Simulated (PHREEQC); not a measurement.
**Brine: an equilibrium model**

Make-up at 25 °C: 0.39 mol Na2SO4 and 1.9 mol NaCl per kg of water. It is in equilibrium with CO2 at log p = 0 (atm). Otherwise closed; pH follows from the charge balance.

All values are PHREEQC results (Pitzer model, pitzer.dat), not measurements.

This is a speciation only: nothing precipitates in the calculation.

**Question.** What pH, density, osmotic coefficient does the model give?

**Answer.** pH 3.93; density 1.111 g/cm³; osmotic coefficient 0.931.

**Question.** In which forms is C present?

**Answer.** CO2 98 %, HCO3- 1.5 % of the C.

Complexes and solids missing from the database can't appear. In brines, pH and single-ion activities rest on the MacInnes convention.
